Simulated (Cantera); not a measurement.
A closed system holds: 1 mol PbS, 5 mol H₂, a varied amount of N₂, at 2098.15 K and 0.00460 bar.

These are equilibrium values from Cantera (NASA tables, ideal gas, pure condensed phases), not measurements of a reactor. Candidate condensed phases: Pb, PbS, S; 18 gas species. The numbers say what is thermodynamically allowed, not how fast it happens.

x: gas mole fraction; nothing condenses.

| n(N₂) (mol) | x N₂ | x H₂ | x Pb | x H | x S₂ | x S |
|---|---|---|---|---|---|---|
| 10 | 0.597 | 0.282 | 0.0540 | 0.0241 | 0.0176 | 0.0115 |
| 13 | 0.658 | 0.238 | 0.0461 | 0.0222 | 0.0147 | 0.0105 |
| 15 | 0.688 | 0.216 | 0.0420 | 0.0211 | 0.0133 | 0.00997 |
| 19 | 0.736 | 0.181 | 0.0357 | 0.0193 | 0.0110 | 0.00910 |
| 23 | 0.771 | 0.156 | 0.0311 | 0.0180 | 0.00941 | 0.00840 |
| 28 | 0.803 | 0.133 | 0.0268 | 0.0166 | 0.00791 | 0.00770 |
| 35 | 0.835 | … | … | … | … | … |
| 43 | 0.861 | 0.0920 | 0.0189 | 0.0138 | 0.00525 | 0.00627 |
| 53 | 0.883 | … | … | … | … | … |
| 65 | 0.902 | 0.0629 | 0.0133 | 0.0114 | 0.00340 | 0.00505 |
| 79 | 0.917 | 0.0523 | 0.0111 | 0.0104 | 0.00274 | 0.00453 |
| 97 | 0.931 | 0.0428 | 0.00925 | 0.00940 | 0.00216 | 0.00402 |

Task: Complete the blanks.

Result: 
- 35, x H₂: 0.110
- 35, x Pb: 0.0224
- 35, x H: 0.0151
- 35, x S₂: 0.00642
- 35, x S: 0.00694
- 53, x H₂: 0.0761
- 53, x Pb: 0.0158
- 53, x H: 0.0125
- 53, x S₂: 0.00423
- 53, x S: 0.00563
